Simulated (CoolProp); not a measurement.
A simple Rankine cycle with R124: condensing at 293.15 K, boiler at 1.52 MPa, turbine inlet 353.4 K, turbine efficiency 0.9, pump efficiency 0.7, no recuperator. Each further row changes one setting.

Computed with CoolProp (reference Helmholtz-energy equation of state, de Vries 1995).

| case | thermal efficiency (%) | net work (kJ/kg) | heat in (kJ/kg) | turbine exit temperature (K) | volume ratio over the turbine |
|---|---|---|---|---|---|
| as stated | 12.1 | 21.6 | 179 | 302.9 | 5.04 |
| turbine inlet 373.4 K | 12.2 | 24.3 | 200 | 325.6 | 4.80 |
| condensing temperature 285.15 K | 13.6 | 25.5 | 188 | 296.0 | 6.52 |
| boiler pressure 1.06 MPa | 9.7 | 18.3 | 188 | 318.2 | 3.28 |
| turbine efficiency 0.8 | 10.6 | 19.0 | 179 | 306.1 | 5.11 |
